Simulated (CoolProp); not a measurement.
The fluid at 203.87 K and 0.115 MPa expands adiabatically to 0.0354 MPa with isentropic efficiency 0.85. The same conditions are run with several fluids, on thermodynamics alone (safety and materials aside).

The numbers come from the reference Helmholtz-energy equation of state of each fluid (C2F6 (R116): Lemmon 2006; oxygen: Schmidt 1985; CF4 (R14): Platzer 1990; hydrogen chloride: Thol 2018) in CoolProp. The equations of Platzer and Polt are older, rougher fits.

```json
[
 {"fluid": "C2F6 (R116)", "work (kJ/kg)": "11.2", "final temperature (K)": "182.8", "final phase": "gas", "final density (kg/m³)": "3.28"},
 {"fluid": "oxygen", "work (kJ/kg)": "44.9", "final temperature (K)": "154.2", "final phase": "gas", "final density (kg/m³)": "0.886"},
 {"fluid": "CF4 (R14)", "work (kJ/kg)": "17.1", "final temperature (K)": "169.6", "final phase": "gas", "final density (kg/m³)": "2.23"},
 {"fluid": "hydrogen chloride", "work (kJ/kg)": "40.1", "final temperature (K)": "171.5", "final phase": "two-phase, vapour fraction 0.964", "final density (kg/m³)": "0.952"}
]
```
